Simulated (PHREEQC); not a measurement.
# Acid rinse or clean: an equilibrium model

Make-up at 20 °C: 6.3 mmol/kgw HCl and 0.475 mmol/kgw FeCl3. Closed to the air; pH follows from the charge balance.

Model: ion-association model, phreeqc.dat, run in PHREEQC.

Precipitation was switched off in this run.

Q: What pH does the model give?

A: pH 2.23.

Q: In which forms is Fe present?

A: Fe+3 59 %, FeOH+2 32 %, FeCl+2 7.1 %, Fe(OH)2+ 1.1 %, Fe2(OH)2+4 0.7 % of the Fe.

The solution is supersaturated, for example in Hematite (slow to form), Goethite (slow to form), so a real one may precipitate; this is no full list.
